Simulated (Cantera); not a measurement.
An isothermal, constant-pressure homogeneous reactor starts with 82.1 % NH₃, 9.85 % H₂, 8.05 % N₂, at 2225 K and 203 Torr.

Detailed kinetics in Cantera: the gas-phase N/H chemistry of the illustrative SiF4/NH3 mechanism in the Surface Chemkin manual (1991). Walls and surfaces, which speed up NH3 decomposition in real reactors, are not modelled.

x: mole fraction; the columns are a selection and need not sum to one.

```
t (s)        x NH₃   x H₂         x N     x NH₂    x N₂H₂       x H
--------  --------  -----  ----------  --------  --------  --------
0.000600     0.777  0.130  (withheld)   0.00309   1.74e-5  0.000172
0.00118      0.737  0.161  (withheld)   0.00292   1.58e-5  0.000211
0.00231      0.666  0.216  (withheld)   0.00267   1.34e-5  0.000284
0.00454      0.551  0.304  (withheld)   0.00229   1.01e-5  0.000412
0.00891      0.393  0.426  (withheld)   0.00180   6.39e-6  0.000629
0.0175       0.219  0.560     4.21e-6   0.00120   3.10e-6  0.000989
0.0343      0.0800  0.667     4.53e-6  0.000609   9.87e-7   0.00163
0.0674      0.0114  0.719  (withheld)  0.000170   1.30e-7   0.00345
0.132     0.000173  0.722  (withheld)   7.52e-6  5.71e-10    0.0101
0.260      2.66e-5  0.721  (withheld)   1.22e-6  1.62e-11    0.0107
0.509      9.87e-6  0.721  (withheld)   4.54e-7  2.69e-12    0.0107
1.00       4.50e-6  0.721  (withheld)   2.07e-7    <1e-12    0.0107
```

Question: Fill in the missing entries.

Answer: 
- 0.000600, x N: 2.05e-6
- 0.00118, x N: 2.36e-6
- 0.00231, x N: 2.79e-6
- 0.00454, x N: 3.30e-6
- 0.00891, x N: 3.80e-6
- 0.0674, x N: 5.15e-6
- 0.132, x N: 1.96e-6
- 0.260, x N: 3.58e-7
- 0.509, x N: 1.33e-7
- 1.00, x N: 6.08e-8
